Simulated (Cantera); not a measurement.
An isothermal, constant-pressure homogeneous reactor starts with C₂H₆ : N₂ = 1 : 29 (molar parts), at 1150 K and 0.0132 atm.

Cantera simulation using GRI-Mech 3.0 (53 species, 325 reactions); the numbers are that mechanism's predictions, not measurements. GRI-Mech 3.0 stops at C3 and has no aromatics, soot or wall deposition, so with more carbon than oxygen in the feed, carbon stays in small species such as C2H2 where larger ones or solid carbon would form. Radical loss at walls, strong at low pressure, is not modelled.

Problem. Predict: x(C₂H₆) at 100 s; x(H₂) at 100 s; x(C₂H₂) at 100 s.

Solution. 
| Item | Value |
|---|---|
| x(C₂H₆) at 100 s | 1.27e-6 (gas-phase equilibrium 5.86e-8) |
| x(H₂) at 100 s | 0.0464 (gas-phase equilibrium 0.0587) |
| x(C₂H₂) at 100 s | 0.0201 (gas-phase equilibrium 0.0124) |
